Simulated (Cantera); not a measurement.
An adiabatic, constant-pressure homogeneous reactor starts with CH4 : C2H6 : C3H8 : O2 : N2 = 1 : 0.039 : 0.058 : 1.87 : 7.02 (molar parts), at 1700 K and 760 Torr. Integrator tolerance rtol = 1e-08.

Detailed kinetics in Cantera: GRI-Mech 3.0 (53 species, 325 reactions).

Task: What does this change do: C3H8 0.058 to 0.095 parts?

Result: 
```tsv
quantity	before	after
time of steepest temperature rise	57.1 µs	50.4 µs
temperature at 0.300 s	2832 K	2825 K
equilibrium temperature	2832 K	2825 K
x(CH4) at 0.300 s	<1e-12 (gas-phase equilibrium <1e-12)	<1e-12 (gas-phase equilibrium <1e-12)
x(C2H6) at 0.300 s	<1e-12 (gas-phase equilibrium <1e-12)	<1e-12 (gas-phase equilibrium <1e-12)
x(C3H8) at 0.300 s	<1e-12 (gas-phase equilibrium <1e-12)	<1e-12 (gas-phase equilibrium <1e-12)
x(HO2) at 0.300 s	2.71e-6 (gas-phase equilibrium 2.71e-6)	1.84e-6 (gas-phase equilibrium 1.84e-6)
x(HCO) at 0.300 s	1.43e-7 (gas-phase equilibrium 1.43e-7)	1.78e-7 (gas-phase equilibrium 1.78e-7)
```

Task: What does this change do: initial temperature 1700 to 1100 K?

Result: 
```
quantity                                                            before                                    after
---------------------------------  ---------------------------------------  ---------------------------------------
time of steepest temperature rise                                  57.1 µs                                  60.9 ms
temperature at 0.300 s                                              2832 K                                   2580 K
equilibrium temperature                                             2832 K                                   2580 K
x(CH4) at 0.300 s                    <1e-12 (gas-phase equilibrium <1e-12)    <1e-12 (gas-phase equilibrium <1e-12)
x(C2H6) at 0.300 s                   <1e-12 (gas-phase equilibrium <1e-12)    <1e-12 (gas-phase equilibrium <1e-12)
x(C3H8) at 0.300 s                   <1e-12 (gas-phase equilibrium <1e-12)    <1e-12 (gas-phase equilibrium <1e-12)
x(HO2) at 0.300 s                  2.71e-6 (gas-phase equilibrium 2.71e-6)  5.39e-7 (gas-phase equilibrium 5.39e-7)
x(HCO) at 0.300 s                  1.43e-7 (gas-phase equilibrium 1.43e-7)  6.28e-8 (gas-phase equilibrium 6.28e-8)
```
